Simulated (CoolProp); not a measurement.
Vapour-liquid equilibrium of CH2F2 (R32) (1) + R134a (2) at 1.48 MPa; x and y are mole fractions of (1).

The numbers come from the multi-fluid Helmholtz-energy mixture model, Tillner-Roth 1997 and Tillner-Roth 1994; pair parameters Lemmon 2004 in CoolProp.

Q: Give the bubble temperature and the first vapour's composition at x = 0.35, 0.45, 0.95. Is there an azeotrope?

A: x = 0.35: 39.7 °C, y = 0.505; x = 0.45: 36.1 °C, y = 0.609; x = 0.95: 21.4 °C, y = 0.974. No azeotrope shows between x = 0.05 and 0.95.

Pair parameters are fitted to limited data, so mixtures are less certain than the pure fluids.
